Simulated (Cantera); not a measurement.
An isothermal, constant-pressure homogeneous reactor starts with H2 : O2 = 0.018 : 1 (molar parts), at 1423 K and 420 Pa. Integrator tolerance rtol = 1e-08.

Model: GRI-Mech 3.0 (53 species, 325 reactions), integrated in Cantera. Radical loss at walls, strong at low pressure, is not modelled.

### Question
What does this change do: pressure from 420 Pa to 3100 Pa?

### Answer
```tsv
quantity	before	after
x(H2) at 3.00 s	4.90e-5 (gas-phase equilibrium 1.78e-7)	2.00e-7 (gas-phase equilibrium 6.57e-8)
x(O2) at 3.00 s	0.975 (gas-phase equilibrium 0.982)	0.982 (gas-phase equilibrium 0.982)
x(O) at 3.00 s	0.00596 (gas-phase equilibrium 2.07e-5)	2.32e-5 (gas-phase equilibrium 7.63e-6)
x(HO2) at 3.00 s	1.34e-7 (gas-phase equilibrium 3.71e-8)	4.77e-8 (gas-phase equilibrium 6.13e-8)
x(OH) at 3.00 s	0.00156 (gas-phase equilibrium 9.43e-5)	9.98e-5 (gas-phase equilibrium 5.73e-5)
x(H2O) at 3.00 s	0.0168 (gas-phase equilibrium 0.0178)	0.0178 (gas-phase equilibrium 0.0178)
x(H2O2) at 3.00 s	3.88e-9 (gas-phase equilibrium 1.48e-10)	8.85e-10 (gas-phase equilibrium 4.04e-10)
```

### Question
What does this change do: temperature 1423 to 1100 K?

### Answer
| quantity | before | after |
|---|---|---|
| x(H2) at 3.00 s | 4.90e-5 (gas-phase equilibrium 1.78e-7) | 9.73e-6 (gas-phase equilibrium 3.68e-10) |
| x(O2) at 3.00 s | 0.975 (gas-phase equilibrium 0.982) | 0.981 (gas-phase equilibrium 0.982) |
| x(O) at 3.00 s | 0.00596 (gas-phase equilibrium 2.07e-5) | 0.000986 (gas-phase equilibrium 3.84e-8) |
| x(HO2) at 3.00 s | 1.34e-7 (gas-phase equilibrium 3.71e-8) | 2.26e-7 (gas-phase equilibrium 1.36e-9) |
| x(OH) at 3.00 s | 0.00156 (gas-phase equilibrium 9.43e-5) | 0.000265 (gas-phase equilibrium 1.66e-6) |
| x(H2O) at 3.00 s | 0.0168 (gas-phase equilibrium 0.0178) | 0.0177 (gas-phase equilibrium 0.0178) |
| x(H2O2) at 3.00 s | 3.88e-9 (gas-phase equilibrium 1.48e-10) | 8.92e-9 (gas-phase equilibrium 1.04e-11) |
